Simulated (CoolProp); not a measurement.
Vapour-liquid equilibrium of fluoroethane (R161) (1) + R1234yf (2) at 275 K; x and y are mole fractions of (1).

Computed with CoolProp (multi-fluid Helmholtz-energy mixture model, Wu 2012 and Lemmon 2022; pair parameters Bell 2016).

| x | bubble pressure (MPa) | y at the bubble point | dew pressure at overall composition x (MPa) | liquid density (mol/L) |
|---|---|---|---|---|
| 0.05 | 0.3447 | (withheld) | 0.3422 | 10.45 |
| 0.2 | 0.3693 | 0.262 | 0.3611 | 11.06 |
| 0.35 | 0.3920 | (withheld) | 0.3813 | 11.73 |
| 0.5 | 0.4126 | 0.573 | (withheld) | 12.48 |
| 0.65 | 0.4308 | 0.706 | 0.4233 | 13.32 |
| 0.8 | 0.4467 | 0.832 | 0.4428 | 14.27 |
| 0.95 | 0.4602 | (withheld) | 0.4594 | 15.34 |

Question: What belongs in the gaps?

Answer: 
- 0.05, y at the bubble point: 0.071
- 0.35, y at the bubble point: 0.427
- 0.5, dew pressure at overall composition x (MPa): 0.4023
- 0.95, y at the bubble point: 0.958

No azeotrope shows between x = 0.05 and 0.95.

Pair parameters are fitted to limited data, so mixtures are less certain than the pure fluids.
